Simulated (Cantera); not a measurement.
Feed: 1 mol CuO, 4.5 mol F2, at 1023.15 K.

Method: chemical equilibrium by Gibbs-energy minimisation in Cantera with the NASA 1993 tables (ideal gas, pure condensed phases). Candidate condensed phases: Cu, CuF2, CuO, Cu2O; 13 gas species. Kinetics and transport are ignored.

Q: Which condensed phases are stable at each of these points (P (Pa)): 1, 3.60, 13, 46, 170, 600, 2200, 7700, 28000, 100000?

A: 
| P (Pa) | condensed phases | Cu condensed (%) |
|---|---|---|
| 1 | gas only | 0.0 |
| 3.60 | gas only | 0.0 |
| 13 | gas only | 0.0 |
| 46 | CuF2(s) | 59.9 |
| 170 | CuF2(s) | 90.1 |
| 600 | CuF2(s) | 97.5 |
| 2200 | CuF2(s) | 99.4 |
| 7700 | CuF2(s) | 99.9 |
| 28000 | CuF2(s) | 100.0 |
| 100000 | CuF2(s) | 100.0 |

From 1.00 Pa to 13.0 Pa nothing is condensed. From 46.0 Pa to 1.00 bar the condensed part is CuF2(s).
